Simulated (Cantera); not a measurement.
Charge: 1 mol CuF₂, 0.23 mol H₂O, 3.9 mol N₂, held at 100 Torr.

Equilibrium computed with Cantera from the NASA thermochemical tables; the gas is ideal and each condensed phase is pure. Candidate condensed phases: Cu, CuF₂, CuO, Cu(OH)₂, Cu₂O, H₂O; 45 gas species. Mutual solubility and eutectic melting of coexisting phases are not modelled. Equilibrium is a limit: real reactors are often held back by kinetics, nucleation or transport.

### Question
Which condensed phases are stable at each of these points (T (K)): 1000, 1100, 1200, 1300, 1400, 1500, 1600, 1700, 1800?

### Answer
| T (K) | condensed phases | Cu condensed (%) |
|---|---|---|
| 1000 | CuF₂(s) + CuO(s) + Cu₂O(s) | 100.0 |
| 1100 | CuF₂(s) + Cu₂O(s) | 99.3 |
| 1200 | CuF₂(l) + Cu₂O(s) | 94.9 |
| 1300 | CuF₂(l) + Cu₂O(s) | 73.8 |
| 1400 | gas only | 0.0 |
| 1500 | gas only | 0.0 |
| 1600 | gas only | 0.0 |
| 1700 | gas only | 0.0 |
| 1800 | gas only | 0.0 |

At 1000 K the condensed part is CuF₂(s) + CuO(s) + Cu₂O(s). At 1100 K the condensed part is CuF₂(s) + Cu₂O(s). From 1200 K to 1300 K the condensed part is CuF₂(l) + Cu₂O(s). From 1400 K to 1800 K nothing is condensed.
